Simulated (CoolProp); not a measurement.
Vapour-liquid equilibrium of m-xylene (1) + n-decane (2) at 414.8 K; x and y are mole fractions of (1).

The numbers come from the multi-fluid Helmholtz-energy mixture model, Zhou 2012 and Lemmon 2006; pair parameters Bell 2016 in CoolProp.

```json
[
 {"x": "0.05", "bubble pressure (kPa)": "44.71", "y at the bubble point": "0.126", "dew pressure at overall composition x (kPa)": "42.38", "liquid density (mol/L)": "4.535"},
 {"x": "0.15", "bubble pressure (kPa)": "51.90", "y at the bubble point": "0.321", "dew pressure at overall composition x (kPa)": "45.48", "liquid density (mol/L)": "4.722"},
 {"x": "0.25", "bubble pressure (kPa)": "58.78", "y at the bubble point": "0.466", "dew pressure at overall composition x (kPa)": "49.04", "liquid density (mol/L)": "4.924"},
 {"x": "0.35", "bubble pressure (kPa)": "65.48", "y at the bubble point": "0.580", "dew pressure at overall composition x (kPa)": "53.15", "liquid density (mol/L)": "5.141"},
 {"x": "0.45", "bubble pressure (kPa)": "72.08", "y at the bubble point": "0.674", "dew pressure at overall composition x (kPa)": "57.95", "liquid density (mol/L)": "5.375"},
 {"x": "0.55", "bubble pressure (kPa)": "78.64", "y at the bubble point": "0.753", "dew pressure at overall composition x (kPa)": "63.59", "liquid density (mol/L)": "5.630"},
 {"x": "0.65", "bubble pressure (kPa)": "85.20", "y at the bubble point": "0.821", "dew pressure at overall composition x (kPa)": "70.30", "liquid density (mol/L)": "5.906"},
 {"x": "0.75", "bubble pressure (kPa)": "91.81", "y at the bubble point": "0.880", "dew pressure at overall composition x (kPa)": "78.40", "liquid density (mol/L)": "6.207"},
 {"x": "0.85", "bubble pressure (kPa)": "98.47", "y at the bubble point": "0.933", "dew pressure at overall composition x (kPa)": "88.35", "liquid density (mol/L)": "6.536"},
 {"x": "0.95", "bubble pressure (kPa)": "105.2", "y at the bubble point": "0.979", "dew pressure at overall composition x (kPa)": "100.9", "liquid density (mol/L)": "6.896"}
]
```

No azeotrope shows between x = 0.05 and 0.95.

The pair parameters rest on a limited set of measurements; away from them the model extrapolates.
